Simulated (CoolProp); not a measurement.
Properties of the fluoroketone C6F12O (FK-5-1-12) along the isotherm 233.1 K.

Model: reference Helmholtz-energy equation of state, McLinden 2015, in CoolProp.

```tsv
p (MPa)	phase	isothermal compressibility (1/MPa)	fugacity coefficient
0.28	liquid	[?]	0.003454
0.561	liquid	0.001356	0.001769
0.841	liquid	[?]	0.001210
1.12	liquid	0.001345	0.0009324
1.4	liquid	0.001339	0.0007652
1.68	liquid	0.001333	[?]
1.96	liquid	0.001327	0.0005752
2.24	liquid	[?]	[?]
2.52	liquid	0.001316	0.0004707
2.8	liquid	0.001311	0.0004346
```

Task: Complete the blanks.

Result: 
- 0.28, isothermal compressibility (1/MPa): 0.001362
- 0.841, isothermal compressibility (1/MPa): 0.001350
- 1.68, fugacity coefficient: 0.0006541
- 2.24, isothermal compressibility (1/MPa): 0.001322
- 2.24, fugacity coefficient: 0.0005163
